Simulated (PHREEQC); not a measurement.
Consider water at 30 °C with 0.33 mol/kgw MgSO4, 0.41 mol/kgw Na2SO4 and 0.0011 mol/kgw H4SiO4. Closed to the air; pH follows from the charge balance.

Model: Pitzer model, pitzer.dat, run in PHREEQC.

Q: The ionic strength comes out as 2.55 mol/kgw. What activity coefficients do Mg+2, HSO4-, Na+, SO4-2, H3SiO4- get?

A: Mg+2 0.094, HSO4- 0.58, Na+ 0.55, SO4-2 0.042, H3SiO4- 0.30. Single-ion values are on the MacInnes scale.

No solid was allowed to form. In brines, pH and single-ion activities rest on the MacInnes convention.
